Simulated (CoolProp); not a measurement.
A closed Brayton cycle with carbon dioxide: compressor inlet 317.15 K and 7.7 MPa, high pressure 23 MPa, turbine inlet 670 K, compressor efficiency 0.89, turbine efficiency 0.9, recuperator effectiveness 0 (on enthalpy, no pinch check). Each further row changes one setting.

Computed with CoolProp (reference Helmholtz-energy equation of state, Span 1996).

```csv
case,thermal efficiency (%),net work (kJ/kg),compressor to turbine work,compressor exit (K),turbine exit (K)
as stated,16.3,59.3,0.46,405.0,554.4
turbine inlet 620 K,16.0,48.6,0.51,405.0,508.7
compressor inlet 327.15 K,15.6,51.9,0.53,422.4,554.4
high pressure 19.6 MPa,14.3,53.9,0.44,391.8,571.0
recuperator effectiveness 0.5,21.2,59.3,0.46,405.0,554.4
```
